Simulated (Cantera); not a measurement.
Input: 1 mol CH4, 0.02 mol NH3, 6.8 mol H2, a varied amount of CO2, at 950 °C and 13.3 mbar.

Cantera equilibrium calculation (NASA polynomials, part measured and part estimated; ideal gas, pure solids and liquids). Candidate condensed phases: C, C6H6, C7H8, C8H18, H2O; 136 gas species. Kinetics and transport are ignored.

**Question.** Which condensed phases are stable at each of these points (n(CO2) (mol)): 0.024, 0.037, 0.056, 0.085, 0.13, 0.2, 0.3, 0.45, 0.69, 1, 1.6?

**Answer.** 
```
n(CO2) (mol)  condensed phases  C condensed (%)
------------  ----------------  ---------------
0.024              C(graphite)             95.2
0.037              C(graphite)             92.7
0.056              C(graphite)             89.2
0.085              C(graphite)             84.2
0.13               C(graphite)             76.9
0.2                C(graphite)             66.5
0.3                C(graphite)             53.7
0.45               C(graphite)             37.8
0.69               C(graphite)             18.3
1                     gas only              0.0
1.6                   gas only              0.0
```

From 0.024 mol CO2 to 0.69 mol CO2 the condensed part is C(graphite). From 1 mol CO2 to 1.6 mol CO2 nothing is condensed.
